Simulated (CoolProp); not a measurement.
n-perfluorohexane along the isotherm 176.85 °C: Z from the reference equation and from simpler models built on Tc = 174.9 °C, pc = 17.42 bar, ω = 0.497; each cubic takes its own stable root.

Values from CoolProp's reference Helmholtz-energy equation of state, Gao 2022.

```csv
p (bar),phase,reference,Redlich-Kwong,Soave-Redlich-Kwong,Peng-Robinson
15.8,gas,0.5340,(withheld),0.5686,0.5404
31.7,supercritical,0.2651,0.3292,0.3309,0.2981
47.5,supercritical,0.3690,0.4404,0.4417,0.3972
63.3,supercritical,0.4715,0.5492,0.5504,0.4946
79.2,supercritical,0.5726,0.6554,0.6566,0.5899
95,supercritical,(withheld),0.7583,0.7595,0.6823
111,supercritical,0.7695,0.8601,0.8613,(withheld)
127,supercritical,0.8662,0.9600,0.9612,0.8638
142,supercritical,0.9558,1.052,1.053,0.9469
158,supercritical,1.050,1.149,1.150,1.034
174,supercritical,1.144,1.245,1.246,(withheld)
```

Fill in the missing entries.


- 15.8, Redlich-Kwong: 0.5639
- 95, reference: 0.6712
- 111, Peng-Robinson: 0.7739
- 174, Peng-Robinson: 1.120
